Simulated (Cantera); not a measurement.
A diamond (100) surface in a fixed gas of H2 with x(CH4) = 0.0025, x(H) = 0.00032, x(CH3) = 3.5e-05, at 998 K; coverages are run to steady state.

Computed with Cantera and the Harris–Goodwin 1993 mechanism for the reconstructed diamond (100) surface.

θ: site fractions in the mechanism's names (c6HH fully hydrogenated, c6H* and c6*H radical sites, c6** diradical, c6HM methylated).

| P (Pa) | growth (µm/h) | θ c6HH | θ c6H* | θ c6*H | θ c6** | θ c6HM |
|---|---|---|---|---|---|---|
| 380 | ___ | 0.605 | 0.0175 | 0.361 | 0.00740 | 0.00644 |
| 750 | ___ | 0.601 | 0.0174 | 0.359 | 0.00735 | 0.0113 |
| 1500 | ___ | 0.595 | 0.0172 | 0.355 | 0.00727 | 0.0185 |
| 2900 | ___ | 0.588 | 0.0170 | 0.351 | 0.00719 | 0.0267 |
| 5700 | ___ | 0.582 | 0.0168 | 0.347 | 0.00710 | 0.0349 |
| 11000 | ___ | 0.576 | 0.0167 | 0.344 | 0.00704 | 0.0411 |
| 22000 | ___ | 0.573 | 0.0166 | 0.341 | 0.00699 | 0.0455 |
| 43000 | ___ | 0.571 | 0.0165 | 0.340 | 0.00697 | 0.0480 |

**Question.** Fill in the missing entries.

**Answer.** 
- 380, growth (µm/h): 0.00849
- 750, growth (µm/h): 0.0277
- 1500, growth (µm/h): 0.0876
- 2900, growth (µm/h): 0.240
- 5700, growth (µm/h): 0.611
- 11000, growth (µm/h): 1.38
- 22000, growth (µm/h): 3.06
- 43000, growth (µm/h): 6.29
